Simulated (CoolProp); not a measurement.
Vapour-liquid equilibrium of toluene (1) + n-decane (2) at 0.0323 bar; x and y are mole fractions of (1).

Computed with CoolProp (multi-fluid Helmholtz-energy mixture model, Lemmon 2006 and Lemmon 2006; pair parameters Bell 2016).

Question: Give the bubble temperature and the first vapour's composition at x = 0.2, 0.575, 0.875. Is there an azeotrope?

Answer: x = 0.2: 47.6 °C, y = 0.810; x = 0.575: 30.1 °C, y = 0.963; x = 0.875: 24.1 °C, y = 0.991. No azeotrope shows between x = 0.05 and 0.95.

Pair parameters are fitted to limited data, so mixtures are less certain than the pure fluids.
